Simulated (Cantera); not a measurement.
Source: NASA polynomial tables (part measured, part estimated), evaluated in Cantera. Values are per mole of reaction as written; species without (g) are pure solids or liquids, kept so even where they would boil at 1 bar.

4 N2(g) + 9 Ni + 12 H2S(g) = 3 Ni3S4 + 8 NH3(g), with ΔH° = -1024.8 kJ and ΔS° = -1402.8 J/K at 300 K.

Q: How far is the shortcut ΔG° ≈ ΔH°(300 K) − T·ΔS°(300 K) from the full temperature-dependent value at 498, 523, 548, 573, 598 K?

A: 
| T (K) | shortcut (kJ) | full (kJ) | difference (kJ) | difference in log10 K |
|---|---|---|---|---|
| 498 | -326.2 | -328.1 | 1.9 | -0.19 |
| 523 | -291.2 | -293.6 | 2.5 | -0.25 |
| 548 | -256.1 | -259.3 | 3.2 | -0.30 |
| 573 | -221.0 | -225.0 | 3.9 | -0.36 |
| 598 | -186.0 | -190.8 | 4.8 | -0.42 |
The shortcut ignores the heat-capacity change of the reaction.
